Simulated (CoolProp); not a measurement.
A simple Rankine cycle with propyne: condensing at 305.15 K, boiler at 2.18 MPa, turbine inlet 356.9 K, turbine efficiency 0.85, pump efficiency 0.8, no recuperator. Each further row changes one setting.

Model: reference Helmholtz-energy equation of state, Polt 1992, in CoolProp. This equation is an older, rougher fit; its heat capacities, sound speeds and derivatives of the liquid may be far off and weren't checked against measurements.

| case | thermal efficiency (%) | net work (kJ/kg) | heat in (kJ/kg) | turbine exit temperature (K) | volume ratio over the turbine |
|---|---|---|---|---|---|
| as stated | 9.8 | 49.1 | 499 | 305.1 | 3.03 |
| turbine inlet 376.9 K | 10.2 | 55.6 | 547 | 324.2 | 2.96 |
| condensing temperature 297.15 K | 11.4 | 59.1 | 517 | 297.2 | 3.76 |
| boiler pressure 1.53 MPa | 7.2 | 38.0 | 525 | 322.0 | 2.09 |
| turbine efficiency 0.75 | 8.6 | 43.0 | 499 | 305.1 | 3.07 |

The expansion ends wet for: as stated; condensing temperature 297.15 K; turbine efficiency 0.75.
